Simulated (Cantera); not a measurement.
Input: 1 mol Si, 2.7 mol Cl2, 15 mol H2, held at 1450 K and 0.100 bar.

Equilibrium computed with Cantera from the NASA thermochemical tables; the gas is ideal and each condensed phase is pure. Candidate condensed phases: Si; 19 gas species. The tables' values for SiCl3 are old estimates; treat these amounts as uncertain. Equilibrium is a limit: real reactors are often held back by kinetics, nucleation or transport.

**Question.** What is the equilibrium state?

**Answer.** 
| Quantity | Result |
|---|---|
| x(H2) | 0.772 |
| x(HCl) | 0.171 |
| x(SiCl2) | 0.0395 |
| x(SiCl3) | 0.00843 |
| x(SiCl4) | 0.00657 |
| x(SiHCl3) | 0.00257 |
| x(SiH2Cl2) | 0.000155 |
| x(H) | 2.63e-5 |
| x(Cl) | 4.73e-6 |
| gas amount | 17.46 mol |
| log10 activity of Si(s) (absent) | -0.47 |
